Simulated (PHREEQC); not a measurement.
A solution holds 0.0205 mol/kgw CaCl2, at 25 °C. Closed to the air; pH follows from the charge balance.

All values are PHREEQC results (Pitzer model, pitzer.dat), not measurements.

```
Quantity                      Result
--------------------  --------------
ionic strength        0.0615 mol/kgw
specific conductance      4500 µS/cm
density                  0.999 g/cm³
osmotic coefficient            0.884
```

| species | molality | activity | log γ |
|---|---|---|---|
| Cl- | 0.0410 | 0.0329 | -0.096 |
| Ca+2 | 0.0205 | 0.00903 | -0.356 |
| OH- | 1.32e-7 | 9.41e-8 | -0.145 |
| H+ | 1.32e-7 | 1.07e-7 | -0.088 |

Precipitation was switched off in this run.
